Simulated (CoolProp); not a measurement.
Vapour-liquid equilibrium of methane (1) + ethane (2) at 253 kPa; x and y are mole fractions of (1).

The numbers come from the multi-fluid Helmholtz-energy mixture model, Setzmann 1991 and Bücker 2006; pair parameters Kunz 2012 in CoolProp.

### Question
Give the bubble temperature and the first vapour's composition at x = 0.05, 0.35, 0.95. Is there an azeotrope?

### Answer
x = 0.05: 181.3 K, y = 0.665; x = 0.35: 139.5 K, y = 0.989; x = 0.95: 124.9 K, y = 1.000. No azeotrope shows between x = 0.05 and 0.95.

The pair parameters rest on a limited set of measurements; away from them the model extrapolates.
